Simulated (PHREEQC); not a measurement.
Consider water at 25 °C with 0.00031 mol/kgw Al2(SO4)3 and 0.005 mol/kgw NaHCO3. Closed to the air; pH follows from the charge balance.

Equilibrium calculation in PHREEQC: ion-association model, phreeqc.dat.

No solid was allowed to form.

**Question.** Estimate the pH.

**Answer.** pH 6.47.

**Question.** In which forms is C present?

**Answer.** HCO3- 59 %, CO2 41 % of the C.

The solution is supersaturated, for example in Al(OH)3(a), Gibbsite (slow to form), so a real one may precipitate; this is no full list.
